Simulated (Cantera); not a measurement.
# Adiabatic ignition

An adiabatic, constant-volume homogeneous reactor starts with H2 : O2 : N2 : H2O = 1 : 0.278 : 1.04 : 0.4 (molar parts), equivalence ratio 1.8, at 1173 K and 0.760 bar.

Model: the H2/O2 subset of GRI-Mech 3.0, which has no nitrogen chemistry, integrated in Cantera.

```json
[
 {"t (s)": "6.00e-6", "T (K)": "1173", "P (bar)": "0.760", "x H2": "0.368", "x O2": "0.102", "x H2O": "0.147", "x H": "9.65e-9", "x H2O2": "3.28e-11", "x OH": "3.72e-10"},
 {"t (s)": "1.91e-5", "T (K)": "1173", "P (bar)": "0.760", "x H2": "0.368", "x O2": "0.102", "x H2O": "0.147", "x H": "1.03e-7", "x H2O2": "5.46e-10", "x OH": "4.16e-9"},
 {"t (s)": "6.07e-5", "T (K)": "1173", "P (bar)": "0.760", "x H2": "0.368", "x O2": "0.102", "x H2O": "0.147", "x H": "4.82e-5", "x H2O2": "2.37e-7", "x OH": "2.11e-6"},
 {"t (s)": "0.000193", "T (K)": "2578", "P (bar)": "1.53", "x H2": "0.175", "x O2": "0.000921", "x H2O": "0.370", "x H": "0.0243", "x H2O2": "1.49e-7", "x OH": "0.0116"},
 {"t (s)": "0.000614", "T (K)": "2663", "P (bar)": "1.57", "x H2": "0.177", "x O2": "0.000457", "x H2O": "0.376", "x H": "0.0167", "x H2O2": "9.88e-8", "x OH": "0.00876"},
 {"t (s)": "0.00195", "T (K)": "2664", "P (bar)": "1.57", "x H2": "0.177", "x O2": "0.000456", "x H2O": "0.376", "x H": "0.0167", "x H2O2": "9.88e-8", "x OH": "0.00876"},
 {"t (s)": "0.00621", "T (K)": "2664", "P (bar)": "1.57", "x H2": "0.177", "x O2": "0.000456", "x H2O": "0.376", "x H": "0.0167", "x H2O2": "9.88e-8", "x OH": "0.00876"},
 {"t (s)": "0.0198", "T (K)": "2664", "P (bar)": "1.57", "x H2": "0.177", "x O2": "0.000456", "x H2O": "0.376", "x H": "0.0167", "x H2O2": "9.88e-8", "x OH": "0.00876"},
 {"t (s)": "0.0629", "T (K)": "2664", "P (bar)": "1.57", "x H2": "0.177", "x O2": "0.000456", "x H2O": "0.376", "x H": "0.0167", "x H2O2": "9.88e-8", "x OH": "0.00876"},
 {"t (s)": "0.200", "T (K)": "2664", "P (bar)": "1.57", "x H2": "0.177", "x O2": "0.000456", "x H2O": "0.376", "x H": "0.0167", "x H2O2": "9.88e-8", "x OH": "0.00876"}
]
```
x: mole fraction; the columns are a selection and need not sum to one.

| Item | Result |
|---|---|
| time of steepest temperature rise | 99.3 µs |
| temperature at 0.200 s | 2664 K |
| equilibrium temperature | 2664 K |
| x(H2) at 0.200 s | 0.177 (gas-phase equilibrium 0.177) |
| x(O2) at 0.200 s | 0.000456 (gas-phase equilibrium 0.000456) |
| x(H2O) at 0.200 s | 0.376 (gas-phase equilibrium 0.376) |
